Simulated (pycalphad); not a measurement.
Computed with pycalphad from the COST 507 light-alloy database (1999), at 1 atm. The data set is of 1999 and partly superseded. Diffusion is slow at the low end, where real alloys seldom reach equilibrium.

Hf-3.47B (at.%): equilibrium cooling sequence

```
T (K)   phases above  phases below
------  ------------  ------------
2442.9        liquid  bcc + liquid
2153.7  bcc + liquid      bcc + BM
2063.8      bcc + BM      BM + hcp
```

Changes were sought between steps of 50 K, so a narrower field can be missed.

Database names, with the compositions (at.%) that they take in these runs: BM: Hf 50 B 50.
